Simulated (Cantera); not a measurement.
Input: 1 mol Zr, 11 mol H2O, 5.5 mol N2, held at 398 Torr.

Cantera equilibrium calculation (NASA polynomials, part measured and part estimated; ideal gas, pure solids and liquids). Candidate condensed phases: H2O, Zr, ZrN, ZrO2; 28 gas species. Kinetics and transport are ignored. All values below are at 1698 K.

Base state: H2O 0.545, N2 0.333, H2 0.121, H 6.91e-5, OH 1.60e-5 (mole fractions); condensed: ZrO2(tetragonal).

What changes in the equilibrium state with this change: pressure from 398 Torr to 0.00608 Torr?


```csv
species,before,after
H2O,0.545,0.532
N2,0.333,0.329
H2,0.121,0.116
H,6.91e-5,0.0173
O2,1.48e-8,0.00101
O,7.31e-9,0.000489
NO,4.97e-7,0.000129
OH,1.60e-5,0.00408
"ZrO2(tetragonal), mol",1.00,1.00
```
